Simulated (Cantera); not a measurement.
Input: 1 mol PbO, a varied amount of H₂, at 10.0 mbar.

Method: chemical equilibrium by Gibbs-energy minimisation in Cantera with the NASA 1993 tables (ideal gas, pure condensed phases). Candidate condensed phases: H₂O, Pb, PbO, PbO₂, Pb₃O₄; 12 gas species. Each liquid is taken as pure. Mutual solubility and eutectic melting of coexisting phases are not modelled. The numbers say what is thermodynamically allowed, not how fast it happens.

Question: What condenses at these points (T in °C, n(H₂) in mol): (1077, 0.33); (477, 0.73); (777, 1.1); (1152, 1.6); (777, 0.49); (927, 0.15); (627, 2.3)?

Answer: 
```
T (°C)  n(H₂) in mol  condensed phases  Pb condensed (%)
------  ------------  ----------------  ----------------
1077            0.33               PbO              59.4
477             0.73          Pb + PbO             100.0
777              1.1                Pb              99.5
1152             1.6          gas only               0.0
777             0.49          Pb + PbO              99.8
927             0.15          Pb + PbO              98.9
627              2.3                Pb             100.0
```
